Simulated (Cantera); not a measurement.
Input: 1 mol SiC, 0.21 mol CO2, 4 mol H2, at 1.40e-6 bar.

Cantera equilibrium calculation (NASA polynomials, part measured and part estimated; ideal gas, pure solids and liquids). Candidate condensed phases: C, C6H6, C7H8, C8H18, H2O, Si, SiC, SiO2; 123 gas species. Mutual solubility and eutectic melting of coexisting phases are not modelled. The numbers say what is thermodynamically allowed, not how fast it happens. All values below are at 1048 K.

Base state: H2 0.934, CO 0.0654, SiO 0.000118 (mole fractions); condensed: SiC(s) + SiO2(β-quartz).

Question: What changes in the equilibrium state with this change: pressure from 1.40e-6 bar to 0.00120 bar?

Answer: 
```tsv
species	before	after
H2	0.934	0.999
CO	0.0654	0.000555
CH4	1.90e-8	7.00e-5
SiO	0.000118	7.08e-8
SiC(s), mol	0.930	0.791
SiO2(β-quartz), mol	0.0697	0.209
C(graphite), mol	0	0.416
```

Question: What changes in the equilibrium state with this change: 0.49 mol NH3 added?

Answer: 
```
species                before    after
-------------------  --------  -------
H2                      0.934    0.959
CO                     0.0654   0.0380
N2                          0  0.00258
SiO                  0.000118  4.85e-6
SiC(s), mol             0.930    0.535
SiO2(β-quartz), mol    0.0697        0
C(graphite), mol            0    0.487
Si2N2O(s), mol              0    0.232
```
Further candidate phases: Si2N2O, Si3N4.
